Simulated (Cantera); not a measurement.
A Cantera script and what it prints.

```python
import numpy as np
import cantera as ct

gas_names = """
    CL CL2 H HCL H2 Si SiCL SiCL2 SiCL3 SiCL4 SiH SiHCL3 SiH2 SiH2CL2 SiH3 SiH3CL SiH4 Si2 Si3
""".split()
cond_names = """
    Si(cr) Si(L)
""".split()


# ... load() reads the species with a 1 bar reference pressure and builds the phases ...
atoms = {
    'SiCl4': {'Si': 1, 'CL': 4},
    'Cl2': {'CL': 2},
    'H2': {'H': 2},
}
top_T = {}  # K; cautious upper limits of use, not melting points


# ... equilibrate(T, P, feed) seeds the gas with the atoms and calls Mixture.equilibrate('TP', solver="vcs", rtol=1e-11, max_steps=5000) ...
results = []
feed = {'SiCl4': 1, 'Cl2': 0.66, 'H2': 0.53}  # mol
T = 1675  # K
P = 52000  # Pa
mix = equilibrate(T, P, feed)
results.append((T, P, feed, dict(zip(mix.species_names, mix.species_moles))))
print(gas.report(threshold=0.001))
for i in range(1, mix.n_phases):
    print(f"{mix.phase(i).name:16s} {mix.phase_moles(i):12.5e} mol")
```

Result:

```
       temperature   1675 K
          pressure   52000 Pa
           density   0.36283 kg/m^3
  mean mol. weight   97.174 kg/kmol
   phase of matter   gas

                          1 kg             1 kmol
                     ---------------   ---------------
          enthalpy       -2.5315e+06         -2.46e+08  J
   internal energy       -2.6748e+06       -2.5992e+08  J
           entropy            3837.8        3.7294e+05  J/K
    Gibbs function       -8.9599e+06       -8.7067e+08  J
 heat capacity c_p            685.32             66596  J/K
 heat capacity c_v            599.76             58282  J/K

                      mass frac. Y      mole frac. X     chem. pot. / RT
                     ---------------   ---------------   ---------------
                CL          0.016198          0.044401           -17.364
               CL2          0.026472          0.036282           -34.729
               HCL           0.17748           0.47304           -33.772
             SiCL4           0.77857           0.44535           -99.777
     [  +15 minor]         0.0012802        0.00092842

Si(cr)            0.00000e+00 mol
```

Cantera equilibrium calculation (NASA polynomials, part measured and part estimated; ideal gas, pure solids and liquids). The tables' values for SiCl3 are old estimates; treat these amounts as uncertain.
